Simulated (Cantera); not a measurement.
Input: 1 mol Al, 0.61 mol Cl₂, 0.45 mol N₂, equilibrated at 1.00 bar.

These are equilibrium values from Cantera (NASA tables, ideal gas, pure condensed phases), not measurements of a reactor. Candidate condensed phases: Al, AlCl₃, AlN; 11 gas species. The tables' values for AlCl₂ are old estimates; treat these amounts as uncertain. Rates play no part. All values below are at 1125 K.

Base state: AlCl₃ 0.712, N₂ 0.277, Al₂Cl₆ 0.0110, AlCl₂ 2.12e-5 (mole fractions); condensed: AlN(s).

What changes in the equilibrium state with this change: 0.059 mol H₂O added?


```
species         before    after
-------------  -------  -------
AlCl₃            0.712    0.603
N₂               0.277    0.261
HCl                  0   0.0697
H₂                   0   0.0582
Al₂Cl₆          0.0110  0.00787
AlCl₂          2.12e-5  1.92e-5
AlN(s), mol      0.593    0.569
Al₂O₃(s), mol        0   0.0197
```
Mutual solubility and eutectic melting of coexisting phases are not modelled. Further candidate phases: Al₂O₃, H₂O, NH₄Cl.

What changes in the equilibrium state with this change: Cl₂ from 0.61 to 2.7 mol?


```csv
species,before,after
Cl₂,<1e-9,0.453
AlCl₃,0.712,0.372
N₂,0.277,0.170
Al₂Cl₆,0.0110,0.00300
Cl,1.22e-8,0.00138
AlCl₂,2.12e-5,<1e-9
"AlN(s), mol",0.593,0
```
